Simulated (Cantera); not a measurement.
An adiabatic, constant-volume homogeneous reactor starts with CH₄ : C₂H₆ : O₂ : N₂ = 1 : 0.076 : 5.04 : 18.9 (molar parts), equivalence ratio 0.45, at 1750 K and 1000000 Pa. Integrator tolerance rtol = 1e-08.

Cantera simulation using GRI-Mech 3.0 (53 species, 325 reactions); the numbers are that mechanism's predictions, not measurements.

Q: What does this change do: O2 5.04 to 1.8 parts?

A: 
| quantity | before | after |
|---|---|---|
| time of steepest temperature rise | 8.93 µs | 24.0 µs |
| temperature at 3.00 s | 2741 K | 2698 K |
| equilibrium temperature | 2741 K | 2698 K |
| x(CH₄) at 3.00 s | <1e-12 (gas-phase equilibrium <1e-12) | <1e-12 (gas-phase equilibrium <1e-12) |
| x(C₂H₆) at 3.00 s | <1e-12 (gas-phase equilibrium <1e-12) | <1e-12 (gas-phase equilibrium <1e-12) |
| x(O₂) at 3.00 s | 0.0970 (gas-phase equilibrium 0.0970) | 0.000376 (gas-phase equilibrium 0.000376) |
| x(NO) at 3.00 s | 0.0223 (gas-phase equilibrium 0.0223) | 0.00140 (gas-phase equilibrium 0.00140) |
| x(H₂O₂) at 3.00 s | 1.14e-6 (gas-phase equilibrium 1.14e-6) | 6.63e-8 (gas-phase equilibrium 6.63e-8) |

Q: What does this change do: initial temperature 1750 to 1423 K?

A: 
| quantity | before | after |
|---|---|---|
| time of steepest temperature rise | 8.93 µs | 0.108 ms |
| temperature at 3.00 s | 2741 K | 2524 K |
| equilibrium temperature | 2741 K | 2524 K |
| x(CH₄) at 3.00 s | <1e-12 (gas-phase equilibrium <1e-12) | <1e-12 (gas-phase equilibrium <1e-12) |
| x(C₂H₆) at 3.00 s | <1e-12 (gas-phase equilibrium <1e-12) | <1e-12 (gas-phase equilibrium <1e-12) |
| x(O₂) at 3.00 s | 0.0970 (gas-phase equilibrium 0.0970) | 0.101 (gas-phase equilibrium 0.101) |
| x(NO) at 3.00 s | 0.0223 (gas-phase equilibrium 0.0223) | 0.0162 (gas-phase equilibrium 0.0162) |
| x(H₂O₂) at 3.00 s | 1.14e-6 (gas-phase equilibrium 1.14e-6) | 8.48e-7 (gas-phase equilibrium 8.48e-7) |
